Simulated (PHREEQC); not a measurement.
Consider water at 25 °C with 0.012 mol/kgw NH4HF2, 0.12 mol/kgw (NH4)2SiF6 and 0.0012 mol/kgw HCl. Closed to the air; pH follows from the charge balance.

Computed with PHREEQC (ion-association model, phreeqc.dat).

```
quantity                    before     after
------------------------  --------  --------
pH                            2.97      3.10
ionic strength (mol/kgw)     0.373    0.0129
F- (mol/kgw)                0.0117    0.0112
HF (mol/kgw)                0.0113    0.0118
HF2- (mol/kgw)            0.000497  0.000507
NH3 (mol/kgw)              7.62e-8   7.59e-9
```

Name the change that produced these shifts.
(A) 0.0062 mol/kgw H3PO4 added
(B) 0.0071 mol/kgw NaHCO3 added
(C) NH4HF2 left out
(D) diluted 100-fold with water
(E) (NH4)2SiF6 left out

E, (NH4)2SiF6 left out

No solid was allowed to form. SiF6-2 is the database's only silicon fluoride.
